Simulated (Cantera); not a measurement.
A closed system holds: 1 mol CH₃Cl, 9.6 mol H₂, equilibrated at 90.0 mbar.

Cantera equilibrium calculation (NASA polynomials, part measured and part estimated; ideal gas, pure solids and liquids). Candidate condensed phases: C, C₆H₆, C₇H₈, C₈H₁₈; 91 gas species. The numbers say what is thermodynamically allowed, not how fast it happens.

x: gas mole fraction; n: condensed amount in mol.

| T (K) | x H₂ | x H | x HCl | x C₂H₂ (acetylene) | x Cl | n C(graphite) |
|---|---|---|---|---|---|---|
| 2098 | 0.903 | 0.00975 | 0.0851 | 0.00129 | 0.000676 | 0.970 |
| 2173 | 0.897 | 0.0152 | 0.0845 | 0.00198 | 0.00105 | 0.953 |
| 2248 | 0.889 | 0.0231 | 0.0836 | 0.00294 | 0.00157 | 0.930 |
| 2323 | 0.877 | 0.0340 | 0.0823 | 0.00425 | 0.00229 | 0.899 |
| 2398 | 0.861 | 0.0487 | 0.0807 | 0.00595 | 0.00326 | 0.856 |
| 2473 | 0.841 | 0.0681 | 0.0786 | 0.00810 | 0.00451 | 0.801 |
| 2548 | 0.814 | 0.0930 | 0.0758 | 0.0107 | 0.00610 | (withheld) |
| 2623 | 0.781 | 0.124 | 0.0724 | 0.0138 | 0.00805 | (withheld) |
| 2698 | 0.741 | 0.162 | 0.0684 | 0.0174 | 0.0104 | (withheld) |

Problem. Complete the blanks.

Solution. 
- 2548, n C(graphite): 0.731
- 2623, n C(graphite): 0.643
- 2698, n C(graphite): 0.534
